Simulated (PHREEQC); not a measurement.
Dissolve 0.034 mol/kgw HF and 0.001 mol/kgw Na2HPO4 at 20 °C. Closed to the air; pH follows from the charge balance.

Equilibrium calculation in PHREEQC: ion-association model, phreeqc.dat.

| quantity | before | after |
|---|---|---|
| pH | 2.38 | 2.32 |
| ionic strength (mol/kgw) | 0.00648 | 0.00514 |

**Question.** Name the change that produced these shifts.
A. Na2HPO4 left out
B. HF from 0.034 to 0.017 mol/kgw
C. HF left out
D. temperature from 20 to 90 °C

**Answer.** A, Na2HPO4 left out

Precipitation was switched off in this run.
